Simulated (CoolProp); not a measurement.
Vapour-liquid equilibrium of propane (1) + isohexane (2) at 0.151 MPa; x and y are mole fractions of (1).

The numbers come from the multi-fluid Helmholtz-energy mixture model, Lemmon 2009 and Lemmon 2006; pair parameters Bell 2016 in CoolProp.

| x | bubble temperature (K) | y at the bubble point | dew temperature at overall composition x (K) | liquid density (mol/L) |
|---|---|---|---|---|
| 0.05 | 325.2 | 0.496 | 344.7 | 7.365 |
| 0.2 | ___ | ___ | 339.1 | 8.276 |
| 0.35 | 269.1 | 0.965 | ___ | 9.048 |
| 0.5 | 258.6 | 0.984 | ___ | 9.821 |
| 0.65 | 251.5 | 0.993 | ___ | 10.65 |
| 0.8 | 246.2 | ___ | 301.6 | 11.55 |
| 0.95 | 241.8 | 0.999 | 274.6 | 12.56 |

Q: Fill in the missing entries.

A: 
- 0.2, bubble temperature (K): 286.9
- 0.2, y at the bubble point: 0.901
- 0.35, dew temperature at overall composition x (K): 332.6
- 0.5, dew temperature at overall composition x (K): 325.0
- 0.65, dew temperature at overall composition x (K): 315.3
- 0.8, y at the bubble point: 0.997

No azeotrope shows between x = 0.05 and 0.95.

The pair parameters rest on a limited set of measurements; away from them the model extrapolates. The gap from Raoult's law changes sign with composition, which may be real or a fault of the pair parameters; it wasn't checked against measurements.
